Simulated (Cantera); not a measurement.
Charge: 1 mol MgO, 0.5 mol CH4, 0.23 mol H2, held at 2.40 Torr.

Method: chemical equilibrium by Gibbs-energy minimisation in Cantera with the NASA 1993 tables (ideal gas, pure condensed phases). Candidate condensed phases: C, C6H6, C7H8, C8H18, H2O, Mg, MgCO3, MgO, Mg(OH)2; 116 gas species. Equilibrium is a limit: real reactors are often held back by kinetics, nucleation or transport.

Problem. What share of the Mg ends up in condensed phases as a function of T (K), at 1273, 1348, 1423, 1498, 1573, 1648, 1723, 1798, 1873, 1948, 2023, 2098, 2173, 2248?

Solution. 
```json
[
 {"T (K)": "1273", "Mg condensed (%)": "99.7", "as": "MgO(s)"},
 {"T (K)": "1348", "Mg condensed (%)": "98.2", "as": "MgO(s)"},
 {"T (K)": "1423", "Mg condensed (%)": "91.3", "as": "MgO(s)"},
 {"T (K)": "1498", "Mg condensed (%)": "50.0", "as": "MgO(s)"},
 {"T (K)": "1573", "Mg condensed (%)": "50.0", "as": "MgO(s)"},
 {"T (K)": "1648", "Mg condensed (%)": "50.0", "as": "MgO(s)"},
 {"T (K)": "1723", "Mg condensed (%)": "50.0", "as": "MgO(s)"},
 {"T (K)": "1798", "Mg condensed (%)": "49.9", "as": "MgO(s)"},
 {"T (K)": "1873", "Mg condensed (%)": "49.6", "as": "MgO(s)"},
 {"T (K)": "1948", "Mg condensed (%)": "48.7", "as": "MgO(s)"},
 {"T (K)": "2023", "Mg condensed (%)": "46.4", "as": "MgO(s)"},
 {"T (K)": "2098", "Mg condensed (%)": "41.1", "as": "MgO(s)"},
 {"T (K)": "2173", "Mg condensed (%)": "31.3", "as": "MgO(s)"},
 {"T (K)": "2248", "Mg condensed (%)": "15.9", "as": "MgO(s)"}
]
```
